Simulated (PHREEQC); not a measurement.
Dissolve 0.045 mol Pb(NO3)2 and 0.085 mol NaNO3 per kg of water at 25 °C. Closed to the air; pH follows from the charge balance.

All values are PHREEQC results (ion-association model, phreeqc.dat), not measurements.

```csv
quantity,before,after
pH,4.65,4.99
ionic strength (mol/kgw),0.183,0.915
NO3- (mol/kgw),0.157,0.905
```

Task: Name the change that produced these shifts.
A. diluted 100-fold with water
B. Pb(NO3)2 from 0.045 to 0.009 mol/kgw
C. NaNO3 from 0.085 to 0.85 mol/kgw
D. Pb(NO3)2 left out
E. NaNO3 from 0.085 to 0.017 mol/kgw

Result: C, NaNO3 from 0.085 to 0.85 mol/kgw

Precipitation was switched off in this run. The ionic strength passes 0.7 mol/kgw, the rough limit of the ion-association models, in after.
